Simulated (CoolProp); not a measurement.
A single-stage vapour-compression cycle with the fluid: evaporating at 250.15 K (dew point), condensing at 305.15 K (bubble point), superheat 8 K, subcooling 0 K, compressor efficiency 0.6, no pressure losses. The same conditions are run with several fluids, on thermodynamics alone (safety and materials aside).

Model: reference Helmholtz-energy equation of state of each fluid (hydrogen chloride: Thol 2018; cis-2-butene: Lemmon 2005; hydrogen sulfide: Lemmon 2006; R227EA: Lemmon 2016; vinyl chloride: Thol 2022), in CoolProp.

| fluid | cooling COP | pressure ratio | discharge temperature (K) | refrigerating effect (kJ/kg) | volumetric capacity (kJ/m³) |
|---|---|---|---|---|---|
| hydrogen chloride | 1.74 | 4.10 | 442.9 | 251 | 6720 |
| cis-2-butene | 2.25 | 8.28 | 360.6 | 330 | 282 |
| hydrogen sulfide | 2.07 | 4.85 | 447.9 | 390 | 3250 |
| R227EA | 1.89 | 7.44 | 318.7 | 78.4 | 485 |
| vinyl chloride | 2.25 | 7.06 | 401.1 | 286 | 583 |
